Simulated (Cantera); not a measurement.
Input (Python, Cantera) and output of one run.

```python
import numpy as np
import cantera as ct

gas_names = [...]  # 109 gases of nasa_gas.yaml made of C, Cl, H, Si
cond_names = """
    C(gr) C6H6(L) C7H8(L) C8H18(L),n-octa Si(cr) Si(L) SiC(b)
""".split()


# ... load() reads the species with a 1 bar reference pressure and builds the phases ...
atoms = {
    '(CH3)2SiCl2': {'C': 2, 'H': 6, 'Si': 1, 'CL': 2},
    'C2H4': {'C': 2, 'H': 4},
    'H2': {'H': 2},
}
top_T = {'C(gr)': 4500, 'SiC(b)': 3050}  # K; cautious upper limits of use, not melting points


# ... equilibrate(T, P, feed) seeds the gas with the atoms and calls Mixture.equilibrate('TP', solver="vcs", rtol=1e-11, max_steps=5000) ...
results = []
feed = {'(CH3)2SiCl2': 1, 'C2H4': 0.017, 'H2': 260}  # mol
T = 1923  # K
P = 400  # Pa
mix = equilibrate(T, P, feed)
results.append((T, P, feed, dict(zip(mix.species_names, mix.species_moles))))
x = sorted(zip(gas.X, gas.species_names), reverse=True)
print(f"T = {T:g} K  P = {P:g} Pa  gas = {mix.phase_moles(0):.4g} mol")
print("   x: " + "  ".join(f"{s} {v:.3e}" for v, s in x if v > 1e-06))
print("   condensed (mol): " + ("  ".join(f"{mix.phase(i).name} {mix.phase_moles(i):.4g}"
      for i in range(1, mix.n_phases) if mix.phase_moles(i) > 1e-12) or "none"))
```

Output:

```
T = 1923 K  P = 400 Pa  gas = 266.1 mol
   x: H2 9.771e-01  H 1.472e-02  HCL 7.418e-03  C2H2,acetylene 4.410e-04  Si 1.729e-04  CL 8.408e-05  SiH 8.846e-06  SiCL2 6.034e-06  SiC2 4.922e-06  SiCL 3.587e-06  Si2C 3.375e-06  SiH2 2.681e-06  CH4 2.007e-06
   condensed (mol): C(gr) 0.8497  SiC(b) 0.9452
```

These are equilibrium values from Cantera (NASA tables, ideal gas, pure condensed phases), not measurements of a reactor. The feed counts by its element totals alone.
